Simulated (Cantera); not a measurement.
Feed: 1 mol PbO, 7.8 mol H₂, 1.4 mol N₂, 0.021 mol O₂, at 120 Torr.

Cantera equilibrium calculation (NASA polynomials, part measured and part estimated; ideal gas, pure solids and liquids). Candidate condensed phases: H₂O, Pb, PbO, PbO₂, Pb₃O₄; 27 gas species. Equilibrium is a limit: real reactors are often held back by kinetics, nucleation or transport.

x: gas mole fraction; n: condensed amount in mol.

| T (K) | x H₂ | x N₂ | x H₂O | x Pb | x NH₃ | x Pb₂ | x H | n Pb(s) | n Pb(l) |
|---|---|---|---|---|---|---|---|---|---|
| 450 | 0.703 | 0.138 | 0.118 | <1e-12 | 0.0417 | <1e-12 | <1e-12 | 1.00 | 0 |
| 525 | 0.729 | 0.150 | 0.114 | <1e-12 | 0.00689 | <1e-12 | <1e-12 | 1.00 | 0 |
| 600 | 0.733 | 0.152 | 0.113 | 3.22e-11 | 0.00163 | <1e-12 | <1e-12 | 1.00 | 0 |
| 675 | 0.734 | 0.152 | 0.113 | 2.11e-9 | 0.000514 | <1e-12 | <1e-12 | 0 | 1.00 |
| 750 | 0.734 | 0.152 | 0.113 | 5.92e-8 | 0.000201 | <1e-12 | <1e-12 | 0 | 1.000 |
| 825 | 0.734 | 0.152 | 0.113 | 8.96e-7 | 9.19e-5 | <1e-12 | ___ | 0 | 1.000 |
| 900 | 0.735 | 0.152 | 0.113 | 8.55e-6 | 4.76e-5 | 5.08e-12 | ___ | 0 | 1.000 |
| 975 | 0.735 | 0.152 | 0.113 | 5.73e-5 | 2.71e-5 | 1.23e-10 | ___ | 0 | 0.999 |
| 1050 | 0.734 | 0.152 | 0.113 | 0.000291 | 1.67e-5 | 1.86e-9 | ___ | 0 | 0.997 |
| 1125 | 0.734 | 0.152 | 0.113 | 0.00118 | 1.09e-5 | 1.94e-8 | ___ | 0 | 0.989 |
| 1200 | 0.732 | 0.152 | 0.113 | 0.00402 | 7.45e-6 | 1.50e-7 | ___ | 0 | 0.963 |
| 1275 | 0.726 | 0.150 | 0.112 | 0.0118 | 5.27e-6 | 9.01e-7 | ___ | 0 | 0.890 |
| 1350 | 0.712 | 0.148 | 0.110 | 0.0306 | 3.78e-6 | 4.40e-6 | ___ | 0 | 0.710 |
| 1425 | 0.682 | 0.141 | 0.105 | 0.0716 | 2.66e-6 | 1.81e-5 | ___ | 0 | 0.290 |

Problem. Complete the blanks.

Solution. 
- 825, x H: 1.70e-11
- 900, x H: 2.50e-10
- 975, x H: 2.45e-9
- 1050, x H: 1.74e-8
- 1125, x H: 9.52e-8
- 1200, x H: 4.22e-7
- 1275, x H: 1.57e-6
- 1350, x H: 5.03e-6
- 1425, x H: 1.41e-5
